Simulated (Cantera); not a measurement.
Input: 1 mol CCl₄, 0.28 mol HCl, 0.26 mol H₂, held at 6.60 Pa.

These are equilibrium values from Cantera (NASA tables, ideal gas, pure condensed phases), not measurements of a reactor. Candidate condensed phases: C, C₆H₆, C₇H₈, C₈H₁₈; 103 gas species. Ions and electrons are included (thermal ionisation). Equilibrium is a limit: real reactors are often held back by kinetics, nucleation or transport. All values below are at 2727 °C.

Base state: Cl 0.730, H 0.136, C 0.110, C₃ 0.0138, C₂ 0.00980, HCl 0.000386, H₂ 4.90e-5, C₂H 2.97e-5 (mole fractions); condensed: gas only.

Problem. What changes in the equilibrium state with this change: H₂ from 0.26 to 0.098 mol?

Solution. 
```json
[
 {"species": "Cl", "before": "0.730", "after": "0.774"},
 {"species": "C", "before": "0.110", "after": "0.114"},
 {"species": "H", "before": "0.136", "after": "0.0858"},
 {"species": "C₃", "before": "0.0138", "after": "0.0154"},
 {"species": "C₂", "before": "0.00980", "after": "0.0105"},
 {"species": "H₂", "before": "4.90e-5", "after": "1.95e-5"},
 {"species": "HCl", "before": "0.000386", "after": "0.000258"}
]
```
